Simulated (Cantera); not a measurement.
Input: 1 mol SO2, 0.1 mol H2, 0.27 mol N2, equilibrated at 2.10 mbar.

Cantera equilibrium calculation (NASA polynomials, part measured and part estimated; ideal gas, pure solids and liquids). Candidate condensed phases: H2O, H2SO4, S; 60 gas species. Ions and electrons are included (thermal ionisation). The numbers say what is thermodynamically allowed, not how fast it happens.

x: gas mole fraction; nothing condenses.

```json
[
 {"T (°C)": "2727", "x O": "0.454", "x S": "0.199", "x SO": "0.128", "x N": "9.14e-5", "x N2": "0.0905", "x H": "0.0644", "x O2": "0.0338", "x SO2": "0.0173"},
 {"T (°C)": "2977", "x O": "0.542", "x S": "0.263", "x SO": "___", "x N": "___", "x N2": "0.0797", "x H": "0.0595", "x O2": "___", "x SO2": "___"},
 {"T (°C)": "3227", "x O": "0.565", "x S": "0.281", "x SO": "0.0105", "x N": "0.00134", "x N2": "0.0768", "x H": "0.0581", "x O2": "0.00276", "x SO2": "7.19e-5"},
 {"T (°C)": "3477", "x O": "0.571", "x S": "0.286", "x SO": "0.00315", "x N": "0.00402", "x N2": "0.0751", "x H": "0.0577", "x O2": "0.000868", "x SO2": "6.04e-6"},
 {"T (°C)": "3727", "x O": "0.571", "x S": "0.286", "x SO": "0.00108", "x N": "0.0104", "x N2": "0.0717", "x H": "0.0574", "x O2": "0.000310", "x SO2": "6.71e-7"},
 {"T (°C)": "3977", "x O": "0.569", "x S": "0.284", "x SO": "0.000411", "x N": "0.0233", "x N2": "0.0648", "x H": "0.0570", "x O2": "0.000123", "x SO2": "9.45e-8"},
 {"T (°C)": "4227", "x O": "0.562", "x S": "0.281", "x SO": "___", "x N": "___", "x N2": "___", "x H": "0.0563", "x O2": "___", "x SO2": "___"},
 {"T (°C)": "4477", "x O": "0.554", "x S": "0.276", "x SO": "7.83e-5", "x N": "0.0751", "x N2": "0.0371", "x H": "0.0554", "x O2": "2.52e-5", "x SO2": "3.28e-9"},
 {"T (°C)": "4727", "x O": "0.545", "x S": "0.271", "x SO": "3.82e-5", "x N": "0.105", "x N2": "0.0210", "x H": "0.0545", "x O2": "1.27e-5", "x SO2": "7.71e-10"}
]
```

**Question.** What belongs in the gaps?

**Answer.** 
- 2977, x SO: 0.0388
- 2977, x N: 0.000380
- 2977, x O2: 0.00986
- 2977, x SO2: 0.00111
- 4227, x SO: 0.000173
- 4227, x N: 0.0453
- 4227, x N2: 0.0531
- 4227, x O2: 5.37e-5
- 4227, x SO2: 1.62e-8
